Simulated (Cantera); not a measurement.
Input: 1 mol CH3F, 0.056 mol CH4, 3.2 mol H2, at 0.100 bar.

Equilibrium computed with Cantera from the NASA thermochemical tables; the gas is ideal and each condensed phase is pure. Candidate condensed phases: C, C6H6, C7H8, C8H18; 95 gas species. Equilibrium is a limit: real reactors are often held back by kinetics, nucleation or transport.

Task: What share of the C ends up in condensed phases as a function of T (°C), at 402, 452, 502, 552, 602, 652, 702, 752, 802, 852, 902, 952, 1002, 1052?

Result: 
```csv
T (°C),C condensed (%),as
402,0.0,-
452,22.6,C(graphite)
502,54.8,C(graphite)
552,75.6,C(graphite)
602,87.0,C(graphite)
652,92.9,C(graphite)
702,96.0,C(graphite)
752,97.6,C(graphite)
802,98.5,C(graphite)
852,99.1,C(graphite)
902,99.4,C(graphite)
952,99.6,C(graphite)
1002,99.7,C(graphite)
1052,99.8,C(graphite)
```
